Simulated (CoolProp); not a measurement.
Properties of acetone at several states.

Values from CoolProp's reference Helmholtz-energy equation of state, Lemmon 2006. It is a short technical equation, of lower accuracy than the large ones.

```json
[
 {"T (°C)": "245.05", "p (kPa)": "51.4", "phase": "gas", "density (kg/m³)": "0.6957", "speed of sound (m/s)": "282.2", "expansivity (1/kK)": "1.957", "fugacity coefficient": "0.9960"},
 {"T (°C)": "161.95", "p (kPa)": "8890", "phase": "liquid", "density (kg/m³)": "627.9", "speed of sound (m/s)": "664.8", "expansivity (1/kK)": "2.349", "fugacity coefficient": "0.1552"},
 {"T (°C)": "117.25", "p (kPa)": "145", "phase": "gas", "density (kg/m³)": "2.685", "speed of sound (m/s)": "241.7", "expansivity (1/kK)": "2.946", "fugacity coefficient": "0.9672"}
]
```
